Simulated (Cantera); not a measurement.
## Premixed flame

A freely propagating, adiabatic, planar premixed flame of 6.32 % CH₄, 0.594 % C₂H₆, 1.26 % C₃H₈, 19.1 % O₂, 72.7 % N₂, unburnt at 673 K and 0.160 bar; mixture-averaged transport, grid criteria slope 0.08 and curve 0.16, no radiation.

Cantera simulation using GRI-Mech 3.0 (53 species, 325 reactions); the numbers are that mechanism's predictions, not measurements. GRI-Mech 3.0 was tuned for natural gas; its chemistry of propane as a main component is partial and can be far from experiment. Burning velocities carry a grid error of a few per cent, more on coarse grids.

| z (mm) | T (K) | u (m/s) | x CH₄ | x C₂H₆ | x C₃H₈ | x C₂H₄ | x HCO | x O₂ |
|---|---|---|---|---|---|---|---|---|
| -4.51 | 673 | 2.24 | 0.0631 | 0.00593 | 0.0126 | 1.35e-7 | <1e-8 | 0.191 |
| -3.01 | 674 | 2.25 | 0.0629 | 0.00592 | 0.0126 | 3.11e-6 | <1e-8 | 0.191 |
| -2.26 | 677 | 2.27 | 0.0626 | 0.00590 | 0.0126 | 2.24e-5 | <1e-8 | 0.190 |
| -1.50 | 713 | 2.41 | 0.0606 | 0.00587 | 0.0123 | 0.000272 | <1e-8 | 0.186 |
| -0.752 | 1032 | 3.57 | 0.0464 | 0.00549 | 0.00819 | 0.00335 | 2.79e-6 | 0.157 |
| -0.376 | 1415 | 5.02 | 0.0274 | 0.00249 | 0.00218 | 0.00502 | 5.23e-5 | 0.116 |
| 0 | 1783 | 6.42 | 0.00827 | 0.000180 | 5.68e-5 | 0.00183 | 0.000133 | 0.0694 |
| 0.376 | 1954 | 7.07 | 0.00109 | 1.52e-6 | 8.56e-8 | 0.000147 | 5.77e-5 | 0.0393 |
| 0.752 | 1994 | 7.21 | 7.98e-5 | <1e-8 | <1e-8 | 4.54e-6 | 6.95e-6 | 0.0262 |
| 1.50 | 2013 | 7.25 | 2.66e-7 | <1e-8 | <1e-8 | <1e-8 | 5.56e-8 | 0.0191 |
| 3.01 | 2031 | 7.28 | <1e-8 | <1e-8 | <1e-8 | <1e-8 | 2.58e-8 | 0.0168 |
| 6.01 | 2053 | 7.35 | <1e-8 | <1e-8 | <1e-8 | <1e-8 | 2.33e-8 | 0.0159 |
| 12.0 | 2088 | 7.45 | <1e-8 | <1e-8 | <1e-8 | <1e-8 | 2.02e-8 | 0.0150 |
x: mole fraction of selected species; z is measured from the peak of heat release.

laminar burning velocity: 224 cm/s
thermal thickness: 1.50 mm
peak x(C₂H₄): 0.00510
peak x(HCO): 0.000133
grid points: 143
